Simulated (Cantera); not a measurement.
Transport properties of process gases

Gas mixture: CO = 0.25 (molar parts), at 45.0 Pa, frozen composition.

Cantera's kinetic-theory transport with the Lennard-Jones parameters of GRI-Mech 3.0, ideal gas; thermal conductivity in the multicomponent form.

```
T (K)  ρ (kg/m³)  cp (J/kg/K)  μ (µPa s)  λ (mW/m/K)     Pr  D (cm²/s) CH₃  D (cm²/s) CO₂  D (cm²/s) NO
-----  ---------  -----------  ---------  ----------  -----  -------------  -------------  ------------
400     0.000379         1049       22.0        31.9  0.722            837            595           756
500     0.000303         1064       25.7        38.0  0.720           1230            884          1110
600     0.000253         1086       29.1        44.0  0.718           1680           1210          1510
700     0.000217         1112       32.3        50.0  0.717           2190           1580          1960
800     0.000189         1139       35.2        56.0  0.717           2740           1990          2450
900     0.000168         1164       38.1        61.9  0.716           3340           2430          2980
1000    0.000152         1184       40.8        67.5  0.716           3990           2910          3560
```
D: mixture-averaged diffusion coefficient of that species in the mixture.
